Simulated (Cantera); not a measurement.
A closed system holds: 1 mol AlCl3, 110 mol NH3, 17 mol N2, equilibrated at 0.0440 bar.

Equilibrium computed with Cantera from the NASA thermochemical tables; the gas is ideal and each condensed phase is pure. Candidate condensed phases: Al, AlCl3, AlN, NH4Cl; 20 gas species. The tables' values for AlCl2 are old estimates; treat these amounts as uncertain. Equilibrium is a limit: real reactors are often held back by kinetics, nucleation or transport. All values below are at 1577 °C.

Base state: H2 0.684, N2 0.301, HCl 0.00828, AlCl 0.00409, H 0.00212, AlCl2 6.91e-5, Cl 1.95e-5, Al 1.44e-5 (mole fractions); condensed: gas only.

### Question
What changes in the equilibrium state with this change: AlCl3 replaced by Al(CH3)3?

### Answer
```json
[
 {"species": "H2", "before": "0.684", "after": "0.699"},
 {"species": "N2", "before": "0.301", "after": "0.295"},
 {"species": "HCN", "before": "0", "after": "0.00353"},
 {"species": "HCl", "before": "0.00828", "after": "0"},
 {"species": "Al", "before": "1.44e-5", "after": "0.000188"},
 {"species": "AlCl", "before": "0.00409", "after": "0"},
 {"species": "C2H2 (acetylene)", "before": "0", "after": "0.000183"},
 {"species": "HNC", "before": "0", "after": "0.000149"},
 {"species": "AlN(s), mol", "before": "0", "after": "0.951"},
 {"species": "C(graphite), mol", "before": "0", "after": "2.02"}
]
```
The feed counts by its element totals alone. Further candidate phases: C, C6H6, C7H8, C8H18.
